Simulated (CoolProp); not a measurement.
Sulfur dioxide at 517.97 K and 0.471 MPa is throttled through a valve to 0.246 MPa with no heat exchange. Each further row changes one setting.

Computed with CoolProp (reference Helmholtz-energy equation of state, Gao 2016).

```csv
case,temperature change (K),final density (kg/m³)
as stated,(withheld),(withheld)
outlet pressure 0.0738 MPa,(withheld),(withheld)
outlet pressure 0.32 MPa,(withheld),(withheld)
```

Complete the blanks.


- as stated, temperature change (K): -1.8
- as stated, final density (kg/m³): 3.69
- outlet pressure 0.0738 MPa, temperature change (K): -3.1
- outlet pressure 0.0738 MPa, final density (kg/m³): 1.11
- outlet pressure 0.32 MPa, temperature change (K): -1.2
- outlet pressure 0.32 MPa, final density (kg/m³): 4.81
